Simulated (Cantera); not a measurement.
Input: 1 mol Fe3O4, 95 mol H2, 3.5 mol H2O, held at 0.133 bar.

Method: chemical equilibrium by Gibbs-energy minimisation in Cantera with the NASA 1993 tables (ideal gas, pure condensed phases). Candidate condensed phases: Fe, FeO, Fe(OH)2, Fe(OH)3, Fe2O3, Fe3O4, H2O; 12 gas species. The numbers say what is thermodynamically allowed, not how fast it happens.

### Question
At 1352 °C, list the 4 most abundant gas species with their mole fractions, and the condensed phases.

### Answer
H2 0.924, H2O 0.0761, H 0.000186, Fe 1.30e-5. Condensed: Fe(γ).
